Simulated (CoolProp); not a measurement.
Properties of methane along the isobar 5100 kPa.

Computed with CoolProp (reference Helmholtz-energy equation of state, Setzmann 1991).

| T (°C) | phase | density (kg/m³) | cv (kJ/(kg K)) | expansivity (1/kK) | Prandtl number |
|---|---|---|---|---|---|
| -109.05 | liquid | 338.4 | 1.895 | 6.649 | 1.74 |
| -99.15 | liquid | 313.6 | 1.890 | 9.040 | 1.85 |
| -89.35 | liquid | 279.9 | 1.923 | 15.49 | 2.21 |
| -79.45 | supercritical | 177.3 | 2.506 | 269.5 | 10.5 |
| -69.55 | supercritical | 82.55 | 1.931 | 25.98 | 1.69 |
| -59.65 | supercritical | 68.05 | 1.821 | 15.29 | 1.27 |
| -49.85 | supercritical | 59.86 | 1.770 | 11.35 | 1.10 |
| -39.95 | supercritical | 54.12 | 1.742 | 9.197 | 1.01 |
| -30.05 | supercritical | 49.77 | 1.727 | 7.826 | 0.952 |
| -20.15 | supercritical | 46.29 | 1.721 | 6.867 | 0.912 |
| -10.35 | supercritical | 43.43 | 1.721 | 6.158 | 0.883 |
| -0.45 | supercritical | 40.98 | 1.727 | 5.600 | 0.860 |
| 9.45 | supercritical | 38.86 | 1.737 | 5.151 | 0.842 |

Viscosity comes from a separate model (Quiñones-Cisneros 2006). Thermal conductivity comes from a separate model (Friend 1989).
